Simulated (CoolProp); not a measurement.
Model: reference Helmholtz-energy equation of state, Span 2000, in CoolProp.

**Question.** Give the vapour pressure (bar), liquid density (kg/m³), vapour density (kg/m³), liquid cp (kJ/(kg K)) of saturated nitrogen at -196.95 °C.

**Answer.** 
```csv
T (°C),p (bar),liquid density (kg/m³),vapour density (kg/m³),liquid cp (kJ/(kg K))
-196.95,0.882,811,4.06,2.04
```
